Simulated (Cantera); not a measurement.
An isothermal, constant-pressure homogeneous reactor starts with CO : O2 : H2O : N2 = 0.0012 : 0.0022 : 0.00066 : 1 (molar parts), equivalence ratio 0.27, at 1475 K and 0.276 atm. Integrator tolerance rtol = 1e-08.

Cantera simulation using GRI-Mech 3.0 (53 species, 325 reactions); the numbers are that mechanism's predictions, not measurements.

### Question
What does this change do: 0.0034 parts CH4 added?

### Answer
```csv
quantity,before,after
x(CO) at 4.00 s,8.97e-7 (gas-phase equilibrium 1.94e-7),0.00258 (gas-phase equilibrium 0.00419)
x(O2) at 4.00 s,0.00159 (gas-phase equilibrium 0.00154),3.31e-9 (gas-phase equilibrium <1e-12)
x(H2O) at 4.00 s,0.000655 (gas-phase equilibrium 0.000657),0.00271 (gas-phase equilibrium 0.00128)
x(OH) at 4.00 s,4.29e-6 (gas-phase equilibrium 2.05e-6),2.93e-8 (gas-phase equilibrium 1.06e-8)
x(HO2) at 4.00 s,1.36e-9 (gas-phase equilibrium 2.39e-10),<1e-12 (gas-phase equilibrium <1e-12)
x(NO2) at 4.00 s,6.82e-10 (gas-phase equilibrium 2.74e-8),<1e-12 (gas-phase equilibrium <1e-12)
x(NO) at 4.00 s,1.21e-6 (gas-phase equilibrium 0.000105),1.00e-7 (gas-phase equilibrium 1.43e-9)
```
